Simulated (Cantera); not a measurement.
Adiabatic ignition

An adiabatic, constant-volume homogeneous reactor starts with H₂ : O₂ : N₂ : H₂O = 1 : 0.25 : 0.94 : 0.13 (molar parts), equivalence ratio 2.0, at 1798 K and 195 Torr.

Cantera simulation using GRI-Mech 3.0 (53 species, 325 reactions); the numbers are that mechanism's predictions, not measurements.

```tsv
t (s)	T (K)	P (bar)	x H₂	x O₂	x O	x NO₂	x NO	x HO₂	x H₂O
4.00e-6	1798	0.260	0.431	0.108	1.15e-6	<1e-12	<1e-12	5.63e-6	0.0560
1.05e-5	1798	0.260	0.430	0.108	2.60e-5	<1e-12	4.52e-12	1.24e-5	0.0564
2.76e-5	1918	0.277	0.206	0.0202	0.0105	1.60e-12	2.16e-7	3.14e-6	0.206
7.26e-5	2076	0.297	0.181	0.00618	0.0114	4.83e-11	5.89e-6	1.10e-6	0.230
0.000191	2336	0.328	0.195	0.00467	0.00920	3.26e-10	2.65e-5	9.18e-7	0.237
0.000502	2672	0.367	0.210	0.00281	0.00581	4.89e-9	0.000173	1.05e-6	0.250
0.00132	2815	0.383	0.217	0.00204	0.00429	3.75e-8	0.000938	1.15e-6	0.257
0.00346	2815	0.383	0.218	0.00195	0.00413	8.78e-8	0.00222	1.12e-6	0.257
0.00910	2813	0.382	0.218	0.00193	0.00409	1.04e-7	0.00265	1.10e-6	0.256
0.0239	2813	0.382	0.218	0.00193	0.00409	1.05e-7	0.00266	1.10e-6	0.256
0.0629	2813	0.382	0.218	0.00193	0.00409	1.05e-7	0.00266	1.10e-6	0.256
0.165	2813	0.382	0.218	0.00193	0.00409	1.05e-7	0.00266	1.10e-6	0.256
0.434	2813	0.382	0.218	0.00193	0.00409	1.05e-7	0.00266	1.10e-6	0.256
1.14	2813	0.382	0.218	0.00193	0.00409	1.05e-7	0.00266	1.10e-6	0.256
3.00	2813	0.382	0.218	0.00193	0.00409	1.05e-7	0.00266	1.10e-6	0.256
```
x: mole fraction; the columns are a selection and need not sum to one.

```yaml
time_of_steepest_temperature_rise: 24.5 µs
temperature at 3.00 s: 2813 K
equilibrium_temperature: 2813 K
x(H₂) at 3.00 s: 0.218 (gas-phase equilibrium 0.218)
x(O₂) at 3.00 s: 0.00193 (gas-phase equilibrium 0.00193)
x(O) at 3.00 s: 0.00409 (gas-phase equilibrium 0.00409)
```
